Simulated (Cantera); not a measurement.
A diamond (100) surface in a fixed gas of H2 with x(CH4) = 0.014, x(H) = 0.046, x(CH3) = 8.8e-05, 50.3 Torr; coverages are run to steady state.

Detailed kinetics in Cantera: the Harris–Goodwin 1993 mechanism for the reconstructed diamond (100) surface.

One state of this run: growth (µm/h) = 4.74; θ c6HH = 0.390; θ c6H* = 0.0473; θ c6*H = 0.519; θ c6** = 0.0432; θ c6HM = 0.000220. θ: site fractions in the mechanism's names (c6HH fully hydrogenated, c6H* and c6*H radical sites, c6** diradical, c6HM methylated).

Problem. Which value of T (K) does it belong to?
A) 1275
B) 1225
C) 1025
D) 1075

Solution. A, 1275
